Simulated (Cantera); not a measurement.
Feed: 1 mol Si3N4, 890 mol H2, equilibrated at 0.135 Torr.

Method: chemical equilibrium by Gibbs-energy minimisation in Cantera with the NASA 1993 tables (ideal gas, pure condensed phases). Candidate condensed phases: Si, Si3N4; 18 gas species. Kinetics and transport are ignored.

Question: At 1375 K, list the 3 most abundant gas species with their mole fractions, and the condensed phases.

Answer: H2 0.998, N2 0.00224, H 0.000255. Condensed: Si(s).
